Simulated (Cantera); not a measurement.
An isothermal, constant-pressure homogeneous reactor starts with 19.6 % H₂, 67.6 % O₂, 12.8 % N₂, at 973 K and 220 Pa.

Cantera simulation using the H2/O2 subset of GRI-Mech 3.0, which has no nitrogen chemistry; the numbers are that mechanism's predictions, not measurements. Radical loss at walls, strong at low pressure, is not modelled. The temperature is held fixed by assumption; the heat of reaction is taken as removed at once.

x: mole fraction; the columns are a selection and need not sum to one.

| t (s) | x H₂ | x O₂ | x H | x HO₂ | x OH | x O | x H₂O |
|---|---|---|---|---|---|---|---|
| 2.00e-5 | 0.196 | 0.676 | 1.97e-12 | 1.98e-12 | <1e-12 | <1e-12 | <1e-12 |
| 4.55e-5 | 0.196 | 0.676 | 4.45e-12 | 4.52e-12 | <1e-12 | <1e-12 | <1e-12 |
| 0.000104 | 0.196 | 0.676 | 9.98e-12 | 1.03e-11 | <1e-12 | <1e-12 | <1e-12 |
| 0.000236 | 0.196 | 0.676 | 2.23e-11 | 2.34e-11 | 1.32e-12 | 1.77e-12 | <1e-12 |
| 0.000537 | 0.196 | 0.676 | 5.13e-11 | 5.33e-11 | 4.86e-12 | 8.34e-12 | 6.42e-12 |
| 0.00122 | 0.196 | 0.676 | 1.35e-10 | 1.21e-10 | 1.73e-11 | 3.86e-11 | 5.24e-11 |
| 0.00278 | 0.196 | 0.676 | 5.50e-10 | 2.77e-10 | 8.33e-11 | 2.16e-10 | 4.92e-10 |
| 0.00632 | 0.196 | 0.676 | 7.51e-9 | 6.52e-10 | 1.20e-9 | 3.23e-9 | 1.01e-8 |
| 0.0144 | 0.196 | 0.676 | 2.26e-6 | (withheld) | 3.62e-7 | 9.81e-7 | 3.25e-6 |
| 0.0328 | 0.0631 | 0.615 | 0.0703 | (withheld) | 0.00507 | 0.0230 | 0.0954 |
| 0.0746 | 0.00733 | 0.590 | 0.0723 | (withheld) | 0.00333 | 0.0407 | 0.155 |
| 0.170 | 0.00541 | 0.609 | 0.0407 | 2.33e-6 | 0.00290 | 0.0272 | 0.180 |
| 0.386 | 0.00233 | 0.629 | 0.0102 | 2.39e-6 | 0.00190 | 0.0108 | 0.206 |
| 0.879 | 0.000443 | 0.638 | 0.000786 | (withheld) | 0.000800 | 0.00200 | 0.216 |
| 2.00 | 5.78e-5 | 0.640 | 3.62e-5 | (withheld) | 0.000285 | 0.000259 | 0.217 |

### Question
What belongs in the gaps?

### Answer

- 0.0144, x HO₂: 9.22e-9
- 0.0328, x HO₂: 1.75e-6
- 0.0746, x HO₂: 2.12e-6
- 0.879, x HO₂: 1.78e-6
- 2.00, x HO₂: 7.48e-7
